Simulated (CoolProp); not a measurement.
Neopentane along the isobar 160 bar: density (kg/m³) from the reference equation and from simpler models built on Tc = 433.7 K, pc = 31.96 bar, ω = 0.196; each cubic takes its own stable root.

Values from CoolProp's reference Helmholtz-energy equation of state, Lemmon 2006. It is a short technical equation, of lower accuracy than the large ones.

```
T (K)          phase  reference
-----  -------------  ---------
354.7         liquid      555.9
370.9         liquid      539.9
387.2         liquid      523.4
403.5         liquid      506.3
419.8         liquid      488.6
436.1  supercritical      470.5
452.3  supercritical      451.9
468.6  supercritical      432.8
484.9  supercritical      413.5
501.2  supercritical      394.1
517.4  supercritical      375.0
533.7  supercritical      356.1
550    supercritical      337.8
```

**Question.** How far does each simpler model (van der Waals, Peng-Robinson) lie from the reference over these 13 states: mean and median of the absolute difference, and the worst?

**Answer.** 
- van der Waals: mean 22.6 %, median 23.6 %, worst -30.2 % at 354.7 K and 160 bar
- Peng-Robinson: mean 5.3 %, median 5.7 %, worst +8.3 % at 354.7 K and 160 bar
